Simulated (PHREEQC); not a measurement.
A made-up water analysis in mg/kgw, 78 °C, pH 3.73:

| constituent | mg/kgw |
|---|---|
| Na | 1510 |
| K | 76.5 |
| Ca | 228 |
| Mg | 260 |
| Cl | 1270 |
| S(6) as SO4 | 3000 |
| Br | 24.4 |
| Li | 0.0775 |

Valence states are taken as typed.

All values are PHREEQC results (Pitzer model, pitzer.dat), not measurements.

The ionic strength is 0.146 mol/kgw and the specific conductance is 22600 µS/cm. The density is 0.978 g/cm³. The osmotic coefficient comes out as 0.822 and the total alkalinity is -1.05 meq/kg. The charge-balance error is 1.4 %.

```csv
species,molality,activity,log γ
Na+,0.0657,0.0488,-0.129
Cl-,0.0358,0.0259,-0.141
SO4-2,0.0304,0.00656,-0.666
Mg+2,0.0107,0.00234,-0.660
Ca+2,0.00569,0.00103,-0.741
K+,0.00196,0.00143,-0.136
HSO4-,0.000786,0.000570,-0.140
Br-,0.000305,0.000223,-0.136
H+,0.000261,0.000186,-0.147
```

Precipitation was switched off in this run. At this temperature some constants are extrapolated from 25 °C, and those without enthalpy data are left unchanged.
